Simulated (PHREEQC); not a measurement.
PHREEQC input (ion-association model, phreeqc.dat):

```
SOLUTION 1
  temp 25
  units mol/kgw
  pH 7 charge
END
SELECTED_OUTPUT 1
  -reset false
  -pH true
  -pe true
  -ionic_strength true
  -water true
  -totals Ntg Oxg
  -molalities H+ OH-
USER_PUNCH 1
  -headings p_Ntg(g) phi_Ntg(g) p_Oxg(g) phi_Oxg(g) p_H2O(g) phi_H2O(g) density
  10 PUNCH PR_P("Ntg(g)"), PR_PHI("Ntg(g)"), PR_P("Oxg(g)"), PR_PHI("Oxg(g)"), PR_P("H2O(g)"), PR_PHI("H2O(g)"), RHO
PRINT
  -reset false
USE solution 1
REACTION_TEMPERATURE 1
  60
GAS_PHASE 1
  -fixed_pressure
  -pressure 2
  -temperature 60
  -volume 20
  Ntg(g) 1.48
  Oxg(g) 0.52
  H2O(g) 0
END
# ... the last block is repeated for the other 12 points of P (atm)
```

Selected output (columns that matter, 10 of 13 rows; P (atm) added in front):

```
P (atm)	pH	mu	Ntg	Oxg	m_H+	m_OH-	p_Ntg(g)	phi_Ntg(g)	p_Oxg(g)	phi_Oxg(g)	p_H2O(g)	phi_H2O(g)	density
2	6.5075	3.1106e-07	0.00064595	0.00040278	3.1106e-07	3.1106e-07	1.334	1.0001	0.46847	0.99845	0.19756	0.99083	0.98323
5	6.5069	3.1143e-07	0.0017139	0.001067	3.1143e-07	3.1143e-07	3.5526	0.99952	1.2476	0.99668	0.19975	0.98192	0.98336
20	6.5043	3.1333e-07	0.0069392	0.0042863	3.1333e-07	3.1333e-07	14.646	0.99758	5.1433	0.98862	0.21082	0.93962	0.98402
30	6.5026	3.146e-07	0.010322	0.0063426	3.146e-07	3.146e-07	22.041	0.99662	7.7405	0.98359	0.21838	0.91306	0.98445
40	6.5008	3.1588e-07	0.013629	0.0083307	3.1588e-07	3.1588e-07	29.436	0.99592	10.338	0.9788	0.2261	0.88774	0.98489
75	6.4946	3.2041e-07	0.024654	0.014797	3.2041e-07	3.2041e-07	55.318	0.9953	19.428	0.96392	0.25413	0.80822	0.9864
100	6.4902	3.237e-07	0.032063	0.018997	3.237e-07	3.237e-07	73.804	0.99652	25.921	0.95502	0.275	0.75927	0.98747
150	6.4812	3.3042e-07	0.045898	0.026515	3.3042e-07	3.3042e-07	110.78	1.0027	38.907	0.94122	0.31826	0.67793	0.9896
300	6.4542	3.5166e-07	0.081617	0.043987	3.5166e-07	3.5166e-07	221.68	1.0463	77.866	0.92672	0.45243	0.52584	0.99585
400	6.436	3.6674e-07	0.10207	0.052823	3.6674e-07	3.6674e-07	295.62	1.0922	103.84	0.93435	0.53976	0.47018	0.99991
```

Away from 25 °C the constants follow the database's enthalpies or fits; those with neither stay at their 25 °C values.
